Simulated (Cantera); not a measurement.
## SiHCl3 + CH4 + H2 (silicon carbide growth)

Input: 1 mol SiHCl3, 0.78 mol CH4, 47 mol H2, at 0.0130 bar.

These are equilibrium values from Cantera (NASA tables, ideal gas, pure condensed phases), not measurements of a reactor. Candidate condensed phases: C, C6H6, C7H8, C8H18, Si, SiC; 109 gas species. The tables' values for SiCl are old estimates; treat these amounts as uncertain. Gases not in the tables: Si2H6 and higher silanes. Kinetics and transport are ignored.

| T (K) | x H2 | x H | x HCl | x Si | x C2H2 (acetylene) | x Cl | x SiCl2 | x SiC2 | n SiC(s) | n C(graphite) |
|---|---|---|---|---|---|---|---|---|---|---|
| 2023 | 0.926 | 0.0160 | 0.0530 | 0.00149 | 2.52e-5 | 0.000681 | 0.00241 | 2.10e-6 | 0.775 | 0 |
| 2073 | 0.919 | 0.0221 | 0.0536 | 0.00206 | 7.86e-5 | 0.000952 | 0.00185 | 8.28e-6 | 0.767 | 0 |
| 2123 | 0.910 | 0.0300 | 0.0538 | 0.00275 | 0.000241 | 0.00130 | 0.00140 | 3.12e-5 | 0.745 | 0 |
| 2173 | 0.898 | 0.0401 | 0.0536 | 0.00376 | 0.000646 | 0.00175 | 0.00110 | 0.000106 | 0.691 | 0 |
| 2223 | 0.883 | 0.0528 | 0.0528 | 0.00544 | 0.00144 | 0.00229 | 0.000915 | 0.000319 | 0.577 | 0 |
| 2273 | 0.863 | 0.0684 | 0.0516 | 0.00818 | 0.00273 | 0.00295 | 0.000805 | 0.000861 | 0.365 | 0 |
| 2323 | 0.837 | 0.0874 | 0.0499 | 0.0126 | 0.00405 | 0.00374 | 0.000734 | 0.00189 | 0 | 0.0784 |
x: gas mole fraction; n: condensed amount in mol.

From 2023 K to 2273 K the condensed part is SiC(s). At 2323 K the condensed part is C(graphite). The main Si-bearing gas is SiCl2 at 2023 K and Si at 2323 K. The share of Si in condensed phases is highest at 2023 K (77.5 %) and lowest at 2323 K (0.0 %).
